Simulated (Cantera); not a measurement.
Input: 1 mol SiF₄, 6.8 mol N₂, 0.24 mol NH₃, equilibrated at 898 K and 3.10 mbar.

Cantera equilibrium calculation (NASA polynomials, part measured and part estimated; ideal gas, pure solids and liquids). Candidate condensed phases: Si, Si₃N₄; 37 gas species. The numbers say what is thermodynamically allowed, not how fast it happens.

Q: What is the equilibrium state?

A: 
| Quantity | Result |
|---|---|
| x(N₂) | 0.836 |
| x(SiF₄) | 0.121 |
| x(H₂) | 0.0434 |
| x(HF) | 0.000103 |
| x(SiHF₃) | 1.70e-5 |
| x(SiF₃) | 1.84e-6 |
| n(Si₃N₄(s)) | 5.80e-5 mol |
| gas amount | 8.280 mol |
| log10 activity of Si(s) (absent) | -6.94 |
